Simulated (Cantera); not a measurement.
# Iron carbonyl, mercury and lead vapours: Pb + H2

Charge: 1 mol Pb, 0.11 mol H2, held at 17000 Pa.

Cantera equilibrium calculation (NASA polynomials, part measured and part estimated; ideal gas, pure solids and liquids). Candidate condensed phases: Pb; 4 gas species. Equilibrium is a limit: real reactors are often held back by kinetics, nucleation or transport.

| T (K) | x H2 | x Pb | x Pb2 | x H | n Pb(s) | n Pb(l) |
|---|---|---|---|---|---|---|
| 600 | 1.00 | 3.03e-11 | <1e-12 | <1e-12 | 1.00 | 0 |
| 675 | 1.00 | 1.99e-9 | <1e-12 | <1e-12 | 0 | 1.00 |
| 750 | 1.00 | 5.58e-8 | <1e-12 | <1e-12 | 0 | 1.00 |
| 825 | 1.000 | 8.44e-7 | <1e-12 | 1.92e-11 | 0 | 1.00 |
| 900 | 1.000 | 8.05e-6 | 4.78e-12 | 2.84e-10 | 0 | 1.000 |
| 975 | 1.000 | 5.39e-5 | 1.16e-10 | 2.77e-9 | 0 | 1.000 |
| 1050 | 1.000 | 0.000274 | 1.75e-9 | 1.97e-8 | 0 | 1.000 |
| 1125 | 0.999 | 0.00111 | 1.83e-8 | 1.08e-7 | 0 | 1.000 |
| 1200 | 0.996 | 0.00378 | 1.41e-7 | 4.78e-7 | 0 | 1.000 |
| 1275 | 0.989 | 0.0111 | 8.48e-7 | 1.78e-6 | 0 | 0.999 |
| 1350 | 0.971 | 0.0288 | 4.15e-6 | 5.70e-6 | 0 | 0.997 |
| 1425 | 0.933 | 0.0674 | 1.70e-5 | 1.60e-5 | 0 | 0.992 |
| 1500 | 0.855 | 0.144 | 6.05e-5 | 3.95e-5 | 0 | 0.981 |
x: gas mole fraction; n: condensed amount in mol.

At 600 K the condensed part is Pb(s). From 675 K to 1500 K the condensed part is Pb(l).
